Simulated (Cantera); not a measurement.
Cantera run, input and output.

```python
import numpy as np
import cantera as ct

gas = ct.Solution("gri30.yaml")
gas.TPX = 1925, 23000, {'NO': 1, 'N2': 1.2}
inlet = ct.Reservoir(gas, clone=True)

reactor = ct.IdealGasConstPressureReactor(gas, energy="off", clone=False)
exhaust = ct.Reservoir(gas, clone=True)
tau = [4, 1.3, 0.42, 0.14, 0.046, 0.015, 0.0049, 0.0016][0]
for a, b in ((inlet, reactor), (reactor, exhaust)):
    ct.MassFlowController(a, b, mdot=lambda t: reactor.mass / tau)
net = ct.ReactorNet([reactor])
show = ['NO', 'N2O', 'N2', 'NO2', 'O']

rows = []
print(f"{'tau/s':>10s}{'T/K':>9s}" + "".join(f"{s:>11s}" for s in show))
for tau in [4, 1.3, 0.42, 0.14, 0.046, 0.015, 0.0049, 0.0016]:
    net.initial_time = 0.0
    net.advance(30 * tau)
    before = gas.X
    net.advance(40 * tau)
    drift = np.max(np.abs(gas.X - before) / (gas.X + 1e-9))
    rows.append([gas.T, *gas[show].X, drift])
    print(f"{tau:10.3e}{gas.T:9.1f}" + "".join(f"{x:11.3e}" for x in gas[show].X))
```

Output:

```
     tau/s      T/K         NO        N2O         N2        NO2          O
 4.000e+00   1925.0  2.599e-01  2.633e-05  6.426e-01  1.670e-04  2.481e-04
 1.300e+00   1925.0  3.648e-01  5.380e-05  5.902e-01  1.626e-04  1.772e-04
 4.200e-01   1925.0  4.223e-01  7.414e-05  5.615e-01  1.227e-04  1.207e-04
 1.400e-01   1925.0  4.436e-01  8.224e-05  5.508e-01  9.194e-05  9.018e-05
 4.600e-02   1925.0  4.510e-01  8.239e-05  5.472e-01  7.559e-05  7.538e-05
 1.500e-02   1925.0  4.534e-01  7.473e-05  5.460e-01  6.469e-05  6.550e-05
 4.900e-03   1925.0  4.542e-01  5.673e-05  5.456e-01  4.918e-05  5.130e-05
 1.600e-03   1925.0  4.544e-01  3.238e-05  5.455e-01  2.476e-05  2.895e-05
```

Cantera simulation using GRI-Mech 3.0 (53 species, 325 reactions); the numbers are that mechanism's predictions, not measurements.
